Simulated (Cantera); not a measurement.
A jet of 1.01 % H2, 19.2 % O2, 79.8 % N2, equivalence ratio 0.026 at 300 K and 0.0454 atm hits a platinum plate 3.1 cm away at a mass flux of 0.13 kg/m²/s; the plate temperature is set and raised in steps from an oxygen-covered start.

Detailed kinetics in Cantera: Deutschmann's 1995 Pt surface mechanism with GRI-Mech 3.0 gas chemistry. Catalytic surfaces can have several steady states; this one follows from the mechanism file's or the stated starting coverage.

x: mole fraction at the wall; θ: surface coverage.

```tsv
plate T (K)	wall x H2	wall x O2	wall x H2O	wall x OH	θ free Pt	θ O*	θ OH*
700	0.00351	0.185	0.0127	<1e-8	0.0441	0.955	0.00102
750	(withheld)	0.184	(withheld)	<1e-8	(withheld)	0.935	0.000915
800	0.00204	0.183	0.0154	<1e-8	0.0998	0.899	0.000876
850	0.00150	0.183	0.0163	1.22e-8	0.150	0.849	0.000829
900	0.00115	0.183	0.0169	3.86e-8	0.208	0.791	0.000763
950	0.000931	0.182	0.0172	1.05e-7	0.273	0.726	0.000688
1000	(withheld)	0.182	0.0174	(withheld)	(withheld)	(withheld)	(withheld)
1050	0.000679	0.182	0.0176	6.00e-7	0.407	0.593	0.000538
```

Task: Some entries are withheld; supply them.

Result: 
- 750, wall x H2: 0.00279
- 750, wall x H2O: 0.0140
- 750, θ free Pt: 0.0637
- 1000, wall x H2: 0.000783
- 1000, wall x OH: 2.63e-7
- 1000, θ free Pt: 0.340
- 1000, θ O*: 0.660
- 1000, θ OH*: 0.000612
